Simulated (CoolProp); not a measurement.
Vapour-liquid equilibrium of ethylbenzene (1) + p-xylene (2) at 230.15 °C; x and y are mole fractions of (1).

The numbers come from the multi-fluid Helmholtz-energy mixture model, Zhou 2012 and Zhou 2012; pair parameters Bell 2016 in CoolProp.

| x | bubble pressure, mixture model (MPa) | bubble pressure, Raoult's law (MPa) | y, mixture model | y, Raoult's law |
|---|---|---|---|---|
| 0.05 | 0.7171 | 0.7163 | 0.052 | 0.052 |
| 0.125 | 0.7200 | 0.7184 | 0.130 | 0.129 |
| 0.2 | 0.7227 | 0.7205 | 0.206 | 0.206 |
| 0.275 | 0.7252 | 0.7226 | 0.282 | 0.283 |
| 0.35 | 0.7274 | 0.7246 | 0.357 | 0.359 |
| 0.425 | 0.7295 | 0.7267 | 0.432 | 0.434 |
| 0.5 | 0.7314 | 0.7288 | 0.507 | 0.510 |
| 0.575 | 0.7332 | 0.7309 | 0.581 | 0.584 |
| 0.65 | 0.7350 | 0.7330 | 0.656 | 0.659 |
| 0.725 | 0.7366 | 0.7351 | 0.730 | 0.733 |
| 0.8 | 0.7383 | 0.7372 | 0.804 | 0.806 |
| 0.875 | 0.7399 | 0.7393 | 0.878 | 0.879 |
| 0.95 | 0.7416 | 0.7413 | 0.951 | 0.952 |

The largest gap from Raoult's law is +0.4 % in bubble pressure, at x = 0.35. No azeotrope shows between x = 0.05 and 0.95.

Pair parameters are fitted to limited data, so mixtures are less certain than the pure fluids.
